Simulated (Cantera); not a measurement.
What does this Cantera script print?

```python
import numpy as np
import cantera as ct

gas = ct.Solution("gri30.yaml")
gas.TPX = 1425, 140000, {'CH4': 1, 'H2O': 3.6, 'H2': 0.59}
reactor = ct.IdealGasConstPressureReactor(gas, energy="off", clone=False)
net = ct.ReactorNet([reactor])
net.rtol, net.atol = 1e-08, 1e-18
show = ['CH4', 'H2O', 'H2', 'C2H', 'O2', 'CH2CO']
times = np.geomspace(4e-05, 1, 10)

steps = ct.SolutionArray(gas, extra=["t"])
rows = []
print(f"{'t/s':>10s}{'T/K':>9s}{'P/Pa':>11s}" + "".join(f"{s:>11s}" for s in show))
for t in times:
    while net.time < t:
        t_next = net.step()
        steps.append(gas.state, t=t_next)
    rows.append([np.interp(t, steps.t, y) for y in (steps.T, steps.P, *steps(*show).X.T)])
    print(f"{t:10.3e}{rows[-1][0]:9.1f}{rows[-1][1]:11.4g}" + "".join(f"{x:11.3e}" for x in rows[-1][2:]))
rate = np.gradient(steps.T, steps.t)
print("integrator steps:", len(steps.t))
if steps.T.max() > steps.T[0] + 200:
    print(f"time of steepest temperature rise: {steps.t[rate.argmax()]:.4e} s")
gas.TPX = 1425, 140000, {'CH4': 1, 'H2O': 3.6, 'H2': 0.59}
gas.equilibrate("TP")
print(f"equilibrium (TP): T = {gas.T:.1f} K  " + "  ".join(f"{s} {gas[s].X[0]:.3e}" for s in show))
```

Output:

```
       t/s      T/K       P/Pa        CH4        H2O         H2        C2H         O2      CH2CO
 4.000e-05   1425.0    1.4e+05  1.927e-01  6.936e-01  1.137e-01  4.200e-23  2.962e-19  4.077e-21
 1.232e-04   1425.0    1.4e+05  1.927e-01  6.936e-01  1.137e-01  1.572e-20  2.325e-17  3.899e-18
 3.796e-04   1425.0    1.4e+05  1.926e-01  6.936e-01  1.137e-01  3.900e-18  1.010e-15  2.608e-15
 1.170e-03   1425.0    1.4e+05  1.926e-01  6.936e-01  1.137e-01  2.309e-16  1.009e-14  5.075e-13
 3.603e-03   1425.0    1.4e+05  1.924e-01  6.936e-01  1.139e-01  8.095e-15  5.441e-14  5.314e-11
 1.110e-02   1425.0    1.4e+05  1.918e-01  6.934e-01  1.143e-01  2.391e-13  2.704e-13  4.513e-09
 3.420e-02   1425.0    1.4e+05  1.899e-01  6.927e-01  1.161e-01  3.508e-12  9.516e-13  1.426e-07
 1.054e-01   1425.0    1.4e+05  1.843e-01  6.896e-01  1.223e-01  2.438e-11  1.980e-12  1.291e-06
 3.246e-01   1425.0    1.4e+05  1.689e-01  6.805e-01  1.403e-01  9.168e-11  1.887e-12  4.958e-06
 1.000e+00   1425.0    1.4e+05  1.352e-01  6.588e-01  1.807e-01  2.281e-10  1.020e-12  1.126e-05
integrator steps: 665
equilibrium (TP): T = 1425.0 K  CH4 1.068e-06  H2O 3.316e-01  H2 5.293e-01  C2H 9.173e-21  O2 1.231e-13  CH2CO 2.196e-12
```

Cantera simulation using GRI-Mech 3.0 (53 species, 325 reactions); the numbers are that mechanism's predictions, not measurements.
